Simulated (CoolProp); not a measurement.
Vapour-liquid equilibrium of acetone (1) + dimethyl carbonate (2) at 183.15 °C; x and y are mole fractions of (1).

Model: multi-fluid Helmholtz-energy mixture model, Lemmon 2006 and Zhou 2011; pair parameters Bell 2016, in CoolProp.

```csv
x,"bubble pressure, mixture model (MPa)","bubble pressure, Raoult's law (MPa)","y, mixture model","y, Raoult's law"
0.05,1.047,1.044,0.092,0.100
0.15,…,1.155,0.246,0.272
0.25,…,1.265,0.373,0.413
0.35,1.364,1.375,0.483,0.532
0.45,1.467,1.485,0.581,0.634
0.55,…,1.595,0.670,0.721
0.65,1.679,1.705,0.752,0.797
0.75,1.790,1.815,…,0.864
0.85,1.906,1.925,0.901,0.923
0.95,2.027,2.035,0.968,0.976
```

Complete the blanks.


- 0.15, bubble pressure, mixture model (MPa): 1.156
- 0.25, bubble pressure, mixture model (MPa): 1.261
- 0.55, bubble pressure, mixture model (MPa): 1.572
- 0.75, y, mixture model: 0.829

The largest gap from Raoult's law is -1.5 % in bubble pressure, at x = 0.65. No azeotrope shows between x = 0.05 and 0.95.

The pair parameters rest on a limited set of measurements; away from them the model extrapolates.
